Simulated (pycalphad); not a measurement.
CALPHAD calculation (pycalphad, COST 507 light-alloy database (1999)), 1 atm. The database dates from 1999; later assessments differ in places, in temperatures and in the compounds included. Phase fractions are per mole of atoms.

Task: Give the equilibrium state of Si-31.2Cu (at.%) at 700 K.

Result: diamond (Si), fraction 0.589, with no Cu at.%; CU19SI6_ETA, fraction 0.411, with 76.0 Cu at.%.

Task: Give the equilibrium state of Si-31.2Cu (at.%) at 1250 K.

Result: 
```
T = 1250.00 K, P = 101325 Pa, N = 1 mol of atoms
G = -53052 J/mol, H = 33240 J/mol, S = 69.03 J/(mol K)  (SER reference)
chemical potentials (J/mol): Si -42985, Cu -75253
phase             fraction      x(Si)      x(Cu)
LIQUID              0.5308     0.4122     0.5878
DIAMOND_A4          0.4692     1.0000       none
```

Database names, with the compositions (at.%) that they take in these runs: CU19SI6_ETA: Cu 76 Si 24. DIAMOND_A4 is diamond (Si). An entry "none" or "no" means that the model of the phase leaves that element out.
